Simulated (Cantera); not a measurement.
A perfectly stirred reactor is fed with 2.19 % CO, 2.19 % O2, 0.314 % H2O, 95.3 % N2, equivalence ratio 0.50, at 760 Torr; it is held at 1300 K, and followed from long to short residence time.

Detailed kinetics in Cantera: GRI-Mech 3.0 (53 species, 325 reactions).

x: mole fraction; the columns are a selection and need not sum to one.

| τ (s) | x CO | x O2 | x H2O | x NO | x CO2 | x HO2 |
|---|---|---|---|---|---|---|
| 0.42 | 0.000542 | 0.0113 | 0.00315 | 2.02e-6 | 0.0216 | … |
| 0.23 | 0.000805 | 0.0114 | 0.00314 | 1.70e-6 | 0.0213 | … |
| 0.12 | 0.00123 | 0.0116 | 0.00312 | 1.46e-6 | 0.0209 | … |
| 0.068 | 0.00176 | 0.0119 | 0.00310 | 1.35e-6 | 0.0204 | … |
| 0.037 | 0.00258 | 0.0123 | 0.00307 | 1.32e-6 | 0.0196 | … |
| 0.020 | 0.00373 | 0.0128 | 0.00303 | 1.34e-6 | 0.0184 | … |
| 0.011 | 0.00527 | 0.0135 | 0.00298 | 1.37e-6 | 0.0168 | … |
| 0.0061 | 0.00725 | 0.0144 | 0.00293 | 1.35e-6 | 0.0148 | … |
| 0.0033 | 0.00983 | 0.0156 | 0.00287 | 1.19e-6 | 0.0122 | 3.36e-6 |
| 0.0018 | 0.0128 | 0.0170 | 0.00284 | 8.83e-7 | 0.00921 | 3.64e-6 |
| 0.0010 | 0.0158 | 0.0185 | 0.00285 | 4.98e-7 | 0.00617 | 3.82e-6 |

### Question
Complete the blanks.

### Answer

- 0.42, x HO2: 1.06e-6
- 0.23, x HO2: 1.31e-6
- 0.12, x HO2: 1.59e-6
- 0.068, x HO2: 1.86e-6
- 0.037, x HO2: 2.14e-6
- 0.020, x HO2: 2.44e-6
- 0.011, x HO2: 2.74e-6
- 0.0061, x HO2: 3.05e-6
